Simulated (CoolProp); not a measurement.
Vapour-liquid equilibrium of propylene (1) + 1-butene (2) at 0.142 MPa; x and y are mole fractions of (1).

Computed with CoolProp (multi-fluid Helmholtz-energy mixture model, Lemmon 2013 and Lemmon 2005; pair parameters Bell 2016).

**Question.** Give the bubble temperature and the first vapour's composition at x = 0.05, 0.25, 0.65. Is there an azeotrope?

**Answer.** x = 0.05: 271.6 K, y = 0.181; x = 0.25: 258.2 K, y = 0.610; x = 0.65: 241.9 K, y = 0.910. No azeotrope shows between x = 0.05 and 0.95.

The pair parameters rest on a limited set of measurements; away from them the model extrapolates.
